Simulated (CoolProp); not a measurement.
Properties of C2F6 (R116) along the isobar 299 kPa (Tc = 19.9 °C, pc = 3048 kPa, ω = 0.257).

Model: reference Helmholtz-energy equation of state, Lemmon 2006, in CoolProp. It is a short technical equation, of lower accuracy than the large ones.

```
T (°C)  phase       Z  cv (kJ/(kg K))  conductivity (mW/(m K))  Prandtl number  fugacity coefficient
------  -----  ------  --------------  -----------------------  --------------  --------------------
-2.25     gas  0.9559          0.6736                      [?]           0.746                0.9577
4.65      gas     [?]          0.6843                     13.3           0.746                0.9611
11.65     gas  0.9630          0.6951                     13.8           0.746                0.9642
18.65     gas     [?]          0.7058                     14.4           0.746                0.9671
25.65     gas  0.9688          0.7164                     14.9           0.746                0.9696
32.65     gas  0.9712          0.7269                     15.4           0.747                0.9719
39.65     gas  0.9734          0.7372                     16.0           0.747                0.9740
46.55     gas  0.9754          0.7473                      [?]           0.748                0.9759
53.55     gas  0.9773          0.7573                     17.1           0.748                0.9777
60.55     gas  0.9790             [?]                     17.6           0.749                0.9793
67.55     gas  0.9805          0.7768                     18.2           0.749                0.9808
74.55     gas  0.9819          0.7863                     18.7           0.749                0.9821
81.45     gas  0.9832          0.7955                      [?]           0.750                0.9834
```

Q: Fill in the missing entries.

A: 
- -2.25, conductivity (mW/(m K)): 12.8
- 4.65, Z: 0.9597
- 18.65, Z: 0.9660
- 46.55, conductivity (mW/(m K)): 16.5
- 60.55, cv (kJ/(kg K)): 0.7671
- 81.45, conductivity (mW/(m K)): 19.2

Viscosity comes from a separate model (Huber 2003), an estimate that may be off by 10 % or more. Thermal conductivity comes from a separate model (Huber 2003), an estimate that may be off by 10 % or more.
